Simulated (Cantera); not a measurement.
Feed: 1 mol Ti, 0.88 mol O2, 10 mol H2, 0.27 mol C3H8, at 1.00 Torr.

Equilibrium computed with Cantera from the NASA thermochemical tables; the gas is ideal and each condensed phase is pure. Candidate condensed phases: C, C6H6, C7H8, C8H18, H2O, Ti, TiC, TiO, TiO2, Ti2O3, Ti3O5, Ti4O7; 113 gas species. Mutual solubility and eutectic melting of coexisting phases are not modelled. TiC, TiO: taken at fixed stoichiometry. Condensed phases not in the tables: solid solutions among these carbides, nitrides and lower oxides. The numbers say what is thermodynamically allowed, not how fast it happens.

x: gas mole fraction; n: condensed amount in mol.

| T (K) | x H2 | x CO | x H | x TiO | x H2O | x Ti | x CH4 | n TiC(s) | n Ti2O3(s) | n TiO(s) |
|---|---|---|---|---|---|---|---|---|---|---|
| 1223 | 0.949 | 0.0506 | 8.02e-6 | <1e-12 | 1.09e-5 | <1e-12 | 1.90e-6 | 0.220 | 0.390 | 0 |
| 1323 | 0.949 | 0.0506 | 4.23e-5 | 4.32e-12 | 1.27e-5 | <1e-12 | 3.02e-7 | 0.220 | 0.390 | 0 |
| 1423 | 0.949 | 0.0505 | ? | ? | ? | ? | ? | 0.220 | 0.390 | 0 |
| 1523 | 0.949 | 0.0505 | 0.000617 | 1.04e-8 | 1.60e-5 | 5.11e-10 | 1.61e-8 | 0.220 | 0.390 | 0 |
| 1623 | 0.932 | 0.0661 | ? | ? | ? | ? | ? | 0.0251 | 0 | 0.975 |
| 1723 | 0.929 | 0.0660 | 0.00481 | 2.42e-6 | 1.67e-5 | 5.38e-7 | 2.41e-9 | 0.0251 | 0 | 0.975 |
| 1823 | 0.923 | 0.0658 | 0.0114 | 2.07e-5 | 1.51e-5 | 9.73e-6 | 1.10e-9 | 0.0250 | 0 | 0.975 |

Task: Some entries are withheld; supply them.

Result: 
- 1623, x H: 0.00183
- 1623, x TiO: 2.14e-7
- 1623, x H2O: 1.85e-5
- 1623, x Ti: 2.06e-8
- 1623, x CH4: 5.77e-9
- 1423, x H: 0.000177
- 1423, x TiO: 2.80e-10
- 1423, x H2O: 1.44e-5
- 1423, x Ti: 5.93e-12
- 1423, x CH4: 6.27e-8
